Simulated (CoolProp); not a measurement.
Tetradecamethylhexasiloxane (MD4M) along the isobar 2.26 bar: density (kg/m³) from the reference equation and from simpler models built on Tc = 653.2 K, pc = 8.286 bar, ω = 0.800; each cubic takes its own stable root.

Model: reference Helmholtz-energy equation of state, Thol 2019, in CoolProp.

| T (K) | phase | reference | van der Waals | Redlich-Kwong | Soave-Redlich-Kwong | Peng-Robinson |
|---|---|---|---|---|---|---|
| 545 | liquid | 622.5 | 26.70 | 27.93 | 553.1 | 625.9 |
| 552.2 | liquid | 612.3 | 26.20 | 27.30 | 542.3 | 613.8 |
| 559.4 | liquid | 601.5 | 25.72 | 26.71 | 530.8 | 601.0 |
| 566.6 | liquid | 590.3 | 25.26 | 26.15 | 518.5 | 587.1 |
| 581 | gas | 26.97 | 24.39 | 25.12 | 25.96 | 26.30 |
| 588.2 | gas | 26.23 | 23.99 | 24.65 | 25.34 | 25.67 |
| 595.4 | gas | 25.55 | 23.60 | 24.19 | 24.77 | 25.08 |
| 602.6 | gas | 24.93 | 23.22 | 23.76 | 24.23 | 24.53 |
| 609.7 | gas | 24.36 | 22.86 | 23.36 | 23.73 | 24.02 |
| 616.9 | gas | 23.82 | 22.51 | 22.96 | 23.25 | 23.53 |

At some of these states van der Waals, Redlich-Kwong gives the other phase, because its saturation line lies elsewhere.
